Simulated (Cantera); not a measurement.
## C6H6 + H2 + N2 (carbon deposition, reforming and gasification)

A closed system holds: 1 mol C6H6, 0.87 mol H2, 0.28 mol N2, held at 2650 °C and 200000 Pa.

These are equilibrium values from Cantera (NASA tables, ideal gas, pure condensed phases), not measurements of a reactor. Candidate condensed phases: C, C6H6, C7H8, C8H18; 92 gas species. The numbers say what is thermodynamically allowed, not how fast it happens.

* **x(H2)**: 0.796
* **x(H)**: 0.0782
* **x(N2)**: 0.0452
* **x(C2H2 (acetylene))**: 0.0394
* **x(HCN)**: 0.0331
* **x(HNC)**: 0.00586
* **x(C4H2)**: 0.000812
* **x(C2H)**: 0.000593
* **x(CN)**: 0.000311
* **n(C(graphite))**: 5.47 mol
* **gas amount**: 4.320 mol
